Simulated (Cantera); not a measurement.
Mixture: CH4 : O2 : N2 = 1 : 2.56 : 9.64 (molar parts), at 7500 Torr, adiabatic and at constant volume. Ignition delay is the time to a rise of 400 K.

Computed with Cantera and GRI-Mech 3.0 (53 species, 325 reactions).

Problem. What does this change do: CH4 1 to 2.3 parts?

Solution. 
| quantity | before | after |
|---|---|---|
| delay at 1000 K | 75.1 ms | 0.104 s |
| delay at 1200 K | 4.06 ms | 6.10 ms |
| delay at 1400 K | 0.425 ms | 0.619 ms |
| delay at 1600 K | 65.3 µs | 86.7 µs |
| apparent activation energy between 1500 and 1700 K | 180 kJ/mol | 190 kJ/mol |

Problem. What does this change do: 0.55 parts H2O added?

Solution. 
| quantity | before | after |
|---|---|---|
| delay at 1000 K | 75.1 ms | 75.8 ms |
| delay at 1200 K | 4.06 ms | 4.12 ms |
| delay at 1400 K | 0.425 ms | 0.452 ms |
| delay at 1600 K | 65.3 µs | 69.6 µs |
| apparent activation energy between 1500 and 1700 K | 180 kJ/mol | 180 kJ/mol |
